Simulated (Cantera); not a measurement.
What does this Cantera script print?

```python
import numpy as np
import cantera as ct

gas = ct.Solution("gri30.yaml")
gas.TP = 300, 101325
flame = ct.CounterflowDiffusionFlame(gas, width=0.02)
flame.fuel_inlet.X, flame.fuel_inlet.T = {'CH4': 1}, 350
flame.oxidizer_inlet.X, flame.oxidizer_inlet.T = {'O2': 0.23, 'N2': 0.77}, 550
flame.set_refine_criteria(ratio=3, slope=0.12, curve=0.24, prune=0.03)
show = ['OH', 'H', 'NO', 'CO', 'C2H2']

rows = []
print(f"{'mdot':>8s}{'a_max':>10s}{'a_mean':>10s}{'Tmax/K':>9s}" + "".join(f"{s:>11s}" for s in show) + "   (peak mole fractions)")
for i, mdot in enumerate([0.25, 0.43, 0.72, 1.2, 2.1, 3.5, 5.9]):  # kg/m2/s on the oxidiser side
    flame.oxidizer_inlet.mdot, flame.fuel_inlet.mdot = mdot, 0.82 * mdot
    flame.solve(loglevel=0, auto=(i == 0))
    if flame.T.max() < max(350, 550) + 100:
        print(f"{mdot:8.3g}  no burning solution found from the previous one")
        break
    dT = np.abs(np.gradient(flame.T, flame.grid))
    rows.append([flame.strain_rate("max"), flame.strain_rate("mean"), flame.T.max(),
                 *(flame.X[gas.species_index(s)].max() for s in show), max(dT[0], dT[-1]) / dT.max()])
    print(f"{mdot:8.3g}{rows[-1][0]:10.1f}{rows[-1][1]:10.1f}{rows[-1][2]:9.1f}" + "".join(f"{x:11.3e}" for x in rows[-1][3:-1]))
```

Output:

```
    mdot     a_max    a_mean   Tmax/K         OH          H         NO         CO       C2H2   (peak mole fractions)
    0.25     197.1      37.8   2221.4  1.054e-02  5.085e-03  3.767e-04  6.792e-02  1.692e-02
    0.43     316.8      65.1   2197.3  1.052e-02  5.464e-03  3.309e-04  6.578e-02  1.552e-02
    0.72     503.0     109.0   2177.6  1.045e-02  5.839e-03  2.869e-04  6.442e-02  1.437e-02
     1.2     799.9     181.7   2154.2  1.021e-02  6.148e-03  2.349e-04  6.331e-02  1.305e-02
     2.1    1335.2     317.9   2118.4  9.619e-03  6.287e-03  1.688e-04  6.242e-02  1.125e-02
     3.5    2145.3     529.9   2075.2  8.738e-03  6.145e-03  1.066e-04  6.214e-02  9.098e-03
     5.9    3490.3     893.3   1999.3  7.013e-03  5.262e-03  4.475e-05  6.214e-02  5.783e-03
```

Computed with Cantera and GRI-Mech 3.0 (53 species, 325 reactions). GRI-Mech 3.0 has no aromatics or soot, which form on the fuel side of real flames. The maximum strain rate includes the flame's own expansion and is several times the mean.
